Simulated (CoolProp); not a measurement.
Saturated liquid density (kg/m³) of sulfur dioxide: the reference equation beside estimates from Tc = 157.5 °C, pc = 78.87 bar, ω = 0.256. Rackett uses Z = 0.29056 − 0.08775 ω.

Values from CoolProp's reference Helmholtz-energy equation of state, Gao 2016.

| T (°C) | reference | Rackett | van der Waals | Soave-Redlich-Kwong | Peng-Robinson |
|---|---|---|---|---|---|
| -46.25 | 1554 | 1524 | 911.0 | 1382 | 1556 |
| -29.35 | 1511 | 1485 | 889.4 | 1350 | 1522 |
| -12.45 | 1468 | 1444 | 866.6 | 1315 | 1484 |
| 4.35 | 1424 | 1402 | 842.6 | 1277 | 1443 |
| 21.25 | 1377 | 1358 | 816.7 | 1234 | 1397 |
| 38.15 | 1329 | 1311 | 789.0 | 1187 | 1345 |
| 55.05 | 1277 | 1261 | 759.0 | 1135 | 1288 |
| 71.95 | 1221 | 1207 | 726.1 | 1076 | 1222 |

Absolute difference from the reference over all 8 rows, mean and median: Rackett 1.5 and 1.5 %, van der Waals 40.8 and 40.8 %, Soave-Redlich-Kwong 10.8 and 10.7 %, Peng-Robinson 0.9 and 1.0 %.
